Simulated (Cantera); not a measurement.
Transport properties of process gases

Gas mixture: N₂ : CO₂ : CH₃OH : C₂H₄ = 0.35 : 0.18 : 0.81 : 0.95 (molar parts), at 0.000210 bar, frozen composition.

Cantera's kinetic-theory transport with the Lennard-Jones parameters of GRI-Mech 3.0, ideal gas; thermal conductivity in the mixture-averaged form. Polar gases are described roughly by these parameters. The composition is frozen, though it would react at the higher temperatures.

```
T (K)  ρ (kg/m³)  cp (J/kg/K)  μ (µPa s)  λ (mW/m/K)     Pr  D (cm²/s) OH  D (cm²/s) CH₃  D (cm²/s) NO
-----  ---------  -----------  ---------  ----------  -----  ------------  -------------  ------------
400     0.000194         1555       14.8        30.8  0.747          2060           1440          1320
650     0.000119         2101       22.8        62.3  0.769          4830           3470          3120
900      8.62e-5         2471       29.7        94.4  0.777          8420           6120          5460
1150     6.75e-5         2759       35.8         125  0.790         12700           9310          8280
1400     5.54e-5         2959       41.3         154  0.794         17700          13000         11500
1650     4.70e-5         3106       46.4         181  0.797         23300          17100         15200
```
D: mixture-averaged diffusion coefficient of that species in the mixture.
